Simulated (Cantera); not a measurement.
Feed: 1 mol Si, 0.82 mol CO₂, 33 mol CO, equilibrated at 1698.15 K and 13.3 mbar.

Cantera equilibrium calculation (NASA polynomials, part measured and part estimated; ideal gas, pure solids and liquids). Candidate condensed phases: C, Si, SiC, SiO₂; 20 gas species. The numbers say what is thermodynamically allowed, not how fast it happens.

Base state: CO 0.974, SiO 0.0263 (mole fractions); condensed: SiC(s).

Task: What changes in the equilibrium state with this change: pressure from 13.3 mbar to 0.100 bar?

Result: 
```
species                before    after
--------------------  -------  -------
CO                      0.974    0.977
SiO                    0.0263   0.0231
CO₂                   4.65e-6  3.29e-5
SiC(s), mol            0.0900    0.128
SiO₂(condensed), mol        0   0.0752
```
Mutual solubility and eutectic melting of coexisting phases are not modelled. The tables hold silica as quartz up to 1696 K and as liquid above; real silica turns to tridymite and cristobalite and melts near 1996 K.

Task: What changes in the equilibrium state with this change: CO₂ from 0.82 to 8.2 mol?

Result: 
| species | before | after |
|---|---|---|
| CO | 0.974 | 0.849 |
| CO₂ | 4.65e-6 | 0.151 |
| SiO | 0.0263 | 3.29e-5 |
| SiC(s), mol | 0.0900 | 0 |
| SiO₂(condensed), mol | 0 | 0.999 |
The tables hold silica as quartz up to 1696 K and as liquid above; real silica turns to tridymite and cristobalite and melts near 1996 K.

Task: What changes in the equilibrium state with this change: CO₂ from 0.82 to 0.064 mol?

Result: 
| species | before | after |
|---|---|---|
| CO | 0.974 | 0.984 |
| SiO | 0.0263 | 0.0161 |
| SiC(s), mol | 0.0900 | 0.468 |
